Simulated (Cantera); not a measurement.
Feed: 1 mol SiH₄, 180 mol H₂, 0.047 mol N₂, equilibrated at 1.70 mbar.

Equilibrium computed with Cantera from the NASA thermochemical tables; the gas is ideal and each condensed phase is pure. Candidate condensed phases: Si, Si₃N₄; 18 gas species. Kinetics and transport are ignored.

Q: At 1573 K, list the 4 most abundant gas species with their mole fractions, and the condensed phases.

A: H₂ 0.999, H 0.000985, N₂ 0.000258, Si 3.23e-5. Condensed: Si(s).
